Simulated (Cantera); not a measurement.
Input: 1 mol S, 0.35 mol H₂, equilibrated at 0.00230 bar.

Equilibrium computed with Cantera from the NASA thermochemical tables; the gas is ideal and each condensed phase is pure. Candidate condensed phases: S; 7 gas species. Rates play no part.

### Question
At 1850 K, list the 4 most abundant gas species with their mole fractions, and the condensed phases.

### Answer
S₂ 0.558, H₂ 0.382, SH 0.0230, S 0.0171. Condensed: gas only.
